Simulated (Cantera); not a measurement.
A closed system holds: 1 mol Cu2O, 0.34 mol CH4, 0.087 mol CO, held at 1725 K and 86.0 Pa.

Equilibrium computed with Cantera from the NASA thermochemical tables; the gas is ideal and each condensed phase is pure. Candidate condensed phases: C, C6H6, C7H8, C8H18, Cu, CuO, Cu(OH)2, Cu2O, H2O; 113 gas species. Kinetics and transport are ignored.

Problem. What is the equilibrium state?

Solution. 
```
Property                                   Result
--------------------------------------  ---------
x(H2O)                                      0.325
x(Cu)                                       0.254
x(CO)                                       0.168
x(H2)                                       0.131
x(CO2)                                      0.119
x(H)                                      0.00229
x(Cu2)                                   0.000347
x(OH)                                    0.000313
x(O2)                                     4.82e-6
n(Cu(l))                                 1.62 mol
gas amount                              1.488 mol
log10 activity of C(graphite) (absent)      -7.61
```
